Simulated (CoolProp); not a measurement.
Vapour pressure (MPa) of decamethyltetrasiloxane (MD2M): the reference equation beside estimates from Tc = 326.2 °C, pc = 1.144 MPa, ω = 0.635.

Values from CoolProp's reference Helmholtz-energy equation of state, Thol 2017.

```json
[
 {"T (°C)": "111.15", "reference": "0.007379", "Lee-Kesler": "0.007490", "van der Waals": "0.1442", "Peng-Robinson": "[?]"},
 {"T (°C)": "119.55", "reference": "0.01029", "Lee-Kesler": "0.01039", "van der Waals": "0.1622", "Peng-Robinson": "0.01089"},
 {"T (°C)": "127.85", "reference": "0.01403", "Lee-Kesler": "0.01411", "van der Waals": "0.1813", "Peng-Robinson": "0.01469"},
 {"T (°C)": "136.25", "reference": "0.01888", "Lee-Kesler": "0.01893", "van der Waals": "0.2021", "Peng-Robinson": "0.01959"},
 {"T (°C)": "144.55", "reference": "0.02492", "Lee-Kesler": "0.02494", "van der Waals": "0.2241", "Peng-Robinson": "0.02567"},
 {"T (°C)": "152.95", "reference": "[?]", "Lee-Kesler": "0.03250", "van der Waals": "0.2480", "Peng-Robinson": "0.03330"},
 {"T (°C)": "161.35", "reference": "0.04191", "Lee-Kesler": "0.04180", "van der Waals": "0.2734", "Peng-Robinson": "0.04268"},
 {"T (°C)": "169.65", "reference": "0.05315", "Lee-Kesler": "0.05297", "van der Waals": "0.3002", "Peng-Robinson": "0.05392"},
 {"T (°C)": "178.05", "reference": "0.06682", "Lee-Kesler": "0.06656", "van der Waals": "0.3289", "Peng-Robinson": "0.06759"},
 {"T (°C)": "186.45", "reference": "0.08311", "Lee-Kesler": "[?]", "van der Waals": "0.3594", "Peng-Robinson": "0.08390"},
 {"T (°C)": "194.75", "reference": "0.1021", "Lee-Kesler": "[?]", "van der Waals": "0.3911", "Peng-Robinson": "0.1029"},
 {"T (°C)": "203.15", "reference": "0.1246", "Lee-Kesler": "0.1241", "van der Waals": "0.4251", "Peng-Robinson": "0.1255"}
]
```

**Question.** Fill in the missing entries.

**Answer.** 
- 111.15, Peng-Robinson: 0.007907
- 152.95, reference: 0.03254
- 186.45, Lee-Kesler: 0.08277
- 194.75, Lee-Kesler: 0.1017

Absolute difference from the reference over all 12 rows, mean and median: Lee-Kesler 0.5 and 0.4 %, van der Waals 768.4 and 607.2 %, Peng-Robinson 2.8 and 2.1 %.
